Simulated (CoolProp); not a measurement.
Vapour-liquid equilibrium of isobutene (1) + n-butane (2) at 193 K; x and y are mole fractions of (1).

Computed with CoolProp (multi-fluid Helmholtz-energy mixture model, Lemmon 2005 and Bücker 2006; pair parameters Bell 2016).

### Question
Give the bubble pressure and the first vapour's composition at x = 0.275, 0.425, 0.8. Is there an azeotrope?

### Answer
x = 0.275: 0.001258 MPa, y = 0.360; x = 0.425: 0.001331 MPa, y = 0.514; x = 0.8: 0.001490 MPa, y = 0.843. No azeotrope shows between x = 0.05 and 0.95.

Pair parameters are fitted to limited data, so mixtures are less certain than the pure fluids.
